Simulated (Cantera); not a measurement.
An isothermal, constant-pressure homogeneous reactor starts with NO : N2 = 1 : 0.57 (molar parts), at 1648 K and 760 Torr. Integrator tolerance rtol = 1e-08.

Model: GRI-Mech 3.0 (53 species, 325 reactions), integrated in Cantera.

Question: What does this change do: 0.098 parts H2O added?

Answer: 
```json
[
 {"quantity": "x(NO) at 5.00 s", "before": "0.472 (gas-phase equilibrium 0.00271)", "after": "0.451 (gas-phase equilibrium 0.00255)"},
 {"quantity": "x(NO2) at 5.00 s", "before": "0.00106 (gas-phase equilibrium 1.19e-5)", "after": "0.000963 (gas-phase equilibrium 1.09e-5)"},
 {"quantity": "x(O) at 5.00 s", "before": "7.47e-6 (gas-phase equilibrium 1.43e-5)", "after": "7.05e-6 (gas-phase equilibrium 1.38e-5)"},
 {"quantity": "x(N2) at 5.00 s", "before": "0.445 (gas-phase equilibrium 0.680)", "after": "0.416 (gas-phase equilibrium 0.640)"},
 {"quantity": "x(N2O) at 5.00 s", "before": "8.29e-5 (gas-phase equilibrium 1.50e-7)", "after": "5.82e-5 (gas-phase equilibrium 1.37e-7)"},
 {"quantity": "x(O2) at 5.00 s", "before": "0.0815 (gas-phase equilibrium 0.317)", "after": "0.0735 (gas-phase equilibrium 0.298)"}
]
```

Question: What does this change do: temperature 1648 to 1598 K?

Answer: 
```
quantity                                           before                                     after
----------------  ---------------------------------------  ----------------------------------------
x(NO) at 5.00 s     0.472 (gas-phase equilibrium 0.00271)     0.531 (gas-phase equilibrium 0.00220)
x(NO2) at 5.00 s  0.00106 (gas-phase equilibrium 1.19e-5)   0.00110 (gas-phase equilibrium 1.10e-5)
x(O) at 5.00 s    7.47e-6 (gas-phase equilibrium 1.43e-5)   3.38e-6 (gas-phase equilibrium 7.97e-6)
x(N2) at 5.00 s       0.445 (gas-phase equilibrium 0.680)       0.416 (gas-phase equilibrium 0.680)
x(N2O) at 5.00 s  8.29e-5 (gas-phase equilibrium 1.50e-7)  0.000102 (gas-phase equilibrium 1.23e-7)
x(O2) at 5.00 s      0.0815 (gas-phase equilibrium 0.317)      0.0518 (gas-phase equilibrium 0.317)
```
